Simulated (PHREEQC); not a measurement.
Dissolve 0.0067 mol HNO3 and 0.33 mol MgCl2 per kg of water at 25 °C. Closed to the air; pH follows from the charge balance.

All values are PHREEQC results (ion-association model, wateq4f.dat), not measurements.

This is a speciation only: nothing precipitates in the calculation.

Estimate the pH.

pH 2.30.

Caution: at this ionic strength the ion-association model is outside its range; a Pitzer model would be the better tool where its parameters exist. Complexes and solids missing from the database can't appear.
